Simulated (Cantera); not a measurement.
Input: 1 mol SiCl4, a varied amount of HCl, 19 mol H2, equilibrated at 1748.15 K and 0.0800 bar.

These are equilibrium values from Cantera (NASA tables, ideal gas, pure condensed phases), not measurements of a reactor. Candidate condensed phases: Si; 19 gas species. Gases not in the tables: Si2H6 and higher silanes. Equilibrium is a limit: real reactors are often held back by kinetics, nucleation or transport.

What share of the Si ends up in condensed phases as a function of n(HCl) (mol), at 0.049, 0.062, 0.079, 0.1, 0.13, 0.16, 0.2, 0.25, 0.32, 0.4, 0.51, 0.65?


| n(HCl) (mol) | Si condensed (%) | as |
|---|---|---|
| 0.049 | 8.2 | Si(l) |
| 0.062 | 7.8 | Si(l) |
| 0.079 | 7.3 | Si(l) |
| 0.1 | 6.6 | Si(l) |
| 0.13 | 5.7 | Si(l) |
| 0.16 | 4.8 | Si(l) |
| 0.2 | 3.6 | Si(l) |
| 0.25 | 2.0 | Si(l) |
| 0.32 | 0.0 | - |
| 0.4 | 0.0 | - |
| 0.51 | 0.0 | - |
| 0.65 | 0.0 | - |
